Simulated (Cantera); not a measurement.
Feed: 1 mol AlCl₃, 4.8 mol N₂O, 1.6 mol H₂, at 1575 K and 75.0 Torr.

Method: chemical equilibrium by Gibbs-energy minimisation in Cantera with the NASA 1993 tables (ideal gas, pure condensed phases). Candidate condensed phases: Al, AlCl₃, AlN, Al₂O₃, H₂O, NH₄Cl; 45 gas species. Kinetics and transport are ignored.

Base state: N₂ 0.503, HCl 0.274, O₂ 0.157, H₂O 0.0310, Cl 0.0259, Cl₂ 0.00753, NO 0.00120, OH 0.000134 (mole fractions); condensed: Al₂O₃(s).

Problem. What changes in the equilibrium state with this change: H₂ from 1.6 to 93 mol?

Solution. 
| species | before | after |
|---|---|---|
| H₂ | 1.22e-6 | 0.888 |
| N₂ | 0.503 | 0.0483 |
| H₂O | 0.0310 | 0.0332 |
| HCl | 0.274 | 0.0302 |
| O₂ | 0.157 | <1e-9 |
| Cl | 0.0259 | 3.35e-6 |
| Cl₂ | 0.00753 | <1e-9 |
| NO | 0.00120 | <1e-9 |
| ClO | 7.29e-5 | <1e-9 |
| O | 1.34e-5 | <1e-9 |
| HOCl | 1.16e-5 | <1e-9 |
| Al₂O₃(s), mol | 0.500 | 0.500 |

Problem. What changes in the equilibrium state with this change: temperature from 1575 K to 1100 K?

Solution. 
| species | before | after |
|---|---|---|
| N₂ | 0.503 | 0.513 |
| HCl | 0.274 | 0.255 |
| O₂ | 0.157 | 0.155 |
| Cl₂ | 0.00753 | 0.0326 |
| Cl | 0.0259 | 0.000866 |
| H₂O | 0.0310 | 0.0438 |
| O | 1.34e-5 | 3.10e-9 |
| OH | 0.000134 | 7.41e-7 |
| Al₂O₃(s), mol | 0.500 | 0.500 |

Problem. What changes in the equilibrium state with this change: AlCl₃ replaced by Al(CH₃)₃?

Solution. 
```
species         before    after
-------------  -------  -------
H₂             1.22e-6    0.420
N₂               0.503    0.345
CO                   0    0.213
HCl              0.274        0
O₂               0.157    <1e-9
Cl              0.0259        0
H₂O             0.0310   0.0184
Cl₂            0.00753        0
CO₂                  0  0.00320
NO             0.00120  1.70e-9
ClO            7.29e-5        0
Al₂O₃(s), mol    0.500    0.500
```
The feed counts by its element totals alone. Further candidate phases: C, C₆H₆, C₇H₈, C₈H₁₈.
